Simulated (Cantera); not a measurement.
**Gas activation for diamond growth**

An isothermal, constant-pressure homogeneous reactor starts with 1.28 % CH₄, 98.7 % H₂, at 2525 K and 0.280 bar.

Computed with Cantera and GRI-Mech 3.0 (53 species, 325 reactions). GRI-Mech 3.0 stops at C3 and has no aromatics, soot or wall deposition, so with more carbon than oxygen in the feed, carbon stays in small species such as C2H2 where larger ones or solid carbon would form.

```csv
t (s),x CH₄,x H₂,x CH₂,x C₂H₆,x CH₃,x C₂H₄
2.00e-6,0.0126,0.987,1.86e-7,8.04e-9,0.000195,3.15e-8
2.10e-5,0.0114,0.981,1.30e-5,4.18e-7,0.00135,1.04e-5
0.000221,0.00305,0.961,7.89e-5,1.97e-7,0.00173,1.51e-5
0.00233,9.12e-5,0.948,6.25e-6,2.52e-10,7.90e-5,1.21e-6
0.0245,2.60e-5,0.942,2.28e-6,2.46e-11,2.54e-5,1.07e-6
0.258,2.60e-5,0.942,2.28e-6,2.46e-11,2.54e-5,1.07e-6
2.71,2.60e-5,0.942,2.28e-6,2.46e-11,2.54e-5,1.07e-6
28.5,2.60e-5,0.942,2.28e-6,2.46e-11,2.54e-5,1.07e-6
300,2.60e-5,0.942,2.28e-6,2.46e-11,2.54e-5,1.07e-6
```
x: mole fraction; the columns are a selection and need not sum to one.

Equilibrium at this temperature and pressure: CH₄ 2.63e-5, H₂ 0.942, CH₂ 2.30e-6, C₂H₆ 2.51e-11, CH₃ 2.57e-5, C₂H₄ 1.07e-6 (gas phase only).
